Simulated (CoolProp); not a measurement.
Cyclohexane along the isobar 1490 kPa: density (kg/m³) from the reference equation and from simpler models built on Tc = 553.6 K, pc = 4081 kPa, ω = 0.209; each cubic takes its own stable root.

Values from CoolProp's reference Helmholtz-energy equation of state, Zhou 2014.

```
T (K)   phase  reference  Redlich-Kwong  Peng-Robinson
-----  ------  ---------  -------------  -------------
434.5  liquid      632.3          559.8          659.1
449.2  liquid      613.1          536.7          633.9
463.9  liquid      592.2          510.9          605.5
493.2     gas      39.26          38.41          39.67
507.8     gas      36.87          36.38          37.36
522.5     gas      34.88          34.61          35.39
537.2     gas      33.20          33.07          33.69
551.8     gas      31.75          31.70          32.21
```
